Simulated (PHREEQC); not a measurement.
Solution (20 °C): 19 mmol/kgw HF, 0.4 mmol/kgw (CH3)4NF and 0.16 mmol/kgw HCl. It is in equilibrium with CO2 at log p = -2 (atm). Otherwise closed; pH follows from the charge balance.

Model: ion-association model, phreeqc.dat, run in PHREEQC.

No solid was allowed to form.

### Question
Predict the pH, ionic strength.

### Answer
pH 2.48; ionic strength 0.00396 mol/kgw.

### Question
In which forms is F present?

### Answer
HF 79 %, F- 19 %, HF2- 2.1 % of the F.

(CH3)4N+ isn't in the database: it is added as a free cation with an ion size of 4 Å.
